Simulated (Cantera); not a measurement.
An adiabatic, constant-pressure homogeneous reactor starts with CH3OH : O2 : N2 = 1 : 0.789 : 3.87 (molar parts), equivalence ratio 1.9, at 1648 K and 0.360 bar. Integrator tolerance rtol = 1e-08.

Detailed kinetics in Cantera: GRI-Mech 3.0 (53 species, 325 reactions). GRI-Mech 3.0 was tuned for natural gas; its chemistry of methanol as a main component is partial and can be far from experiment.

What does this change do: pressure from 0.360 bar to 1.01 bar?


| quantity | before | after |
|---|---|---|
| time of steepest temperature rise | 0.155 ms | 58.4 µs |
| temperature at 0.100 s | 2559 K | 2606 K |
| equilibrium temperature | 2559 K | 2606 K |
| x(CH3OH) at 0.100 s | <1e-12 (gas-phase equilibrium <1e-12) | <1e-12 (gas-phase equilibrium <1e-12) |
| x(O2) at 0.100 s | 0.000665 (gas-phase equilibrium 0.000665) | 0.000374 (gas-phase equilibrium 0.000374) |
| x(OH) at 0.100 s | 0.00717 (gas-phase equilibrium 0.00717) | 0.00556 (gas-phase equilibrium 0.00556) |
| x(C2H6) at 0.100 s | <1e-12 (gas-phase equilibrium <1e-12) | <1e-12 (gas-phase equilibrium <1e-12) |
| x(HO2) at 0.100 s | 2.31e-7 (gas-phase equilibrium 2.31e-7) | 2.21e-7 (gas-phase equilibrium 2.21e-7) |
| x(H2) at 0.100 s | 0.0930 (gas-phase equilibrium 0.0930) | 0.0936 (gas-phase equilibrium 0.0936) |
| x(C2H2) at 0.100 s | <1e-12 (gas-phase equilibrium <1e-12) | <1e-12 (gas-phase equilibrium <1e-12) |
